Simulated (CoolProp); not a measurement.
Properties of R123 along the isotherm 497 K.

The numbers come from the reference Helmholtz-energy equation of state, Younglove 1994 in CoolProp. It is a modified Benedict-Webb-Rubin equation, recast in Helmholtz form.

```
p (kPa)          phase  density (kg/m³)  cv (kJ/(kg K))  Joule-Thomson coefficient (K/MPa)  isothermal compressibility (1/MPa)  fugacity coefficient
-------  -------------  ---------------  --------------  ---------------------------------  ----------------------------------  --------------------
654                gas            25.39          0.8164                         (withheld)                          (withheld)            (withheld)
1310               gas       (withheld)          0.8236                              8.735                              0.8503                0.9107
1960               gas            85.28          0.8318                              9.205                              0.6094                0.8674
2620               gas            122.3          0.8418                              9.764                              0.4971                0.8240
3270               gas            165.7          0.8538                              10.39                              0.4428                0.7819
3920     supercritical            219.1          0.8685                              11.03                          (withheld)                0.7402
4580     supercritical            289.9          0.8866                              11.49                              0.4296                0.6982
5230     supercritical            385.6          0.9054                              11.10                              0.4441                0.6573
5890     supercritical            508.4          0.9147                              8.935                              0.3708                0.6167
6540     supercritical            617.8          0.9089                              6.312                              0.2320                0.5796
7190     supercritical            695.5          0.8990                              4.476                              0.1419                0.5468
7850     supercritical            750.7          0.8906                         (withheld)                             0.09460                0.5180
8500     supercritical            791.2          0.8841                              2.607                             0.06916                0.4936
9150     supercritical            823.1          0.8790                              2.116                             0.05380                0.4724
```

### Question
Complete the blanks.

### Answer

- 654, Joule-Thomson coefficient (K/MPa): 8.336
- 654, isothermal compressibility (1/MPa): 1.606
- 654, fugacity coefficient: 0.9550
- 1310, density (kg/m³): 53.66
- 3920, isothermal compressibility (1/MPa): 0.4225
- 7850, Joule-Thomson coefficient (K/MPa): 3.327
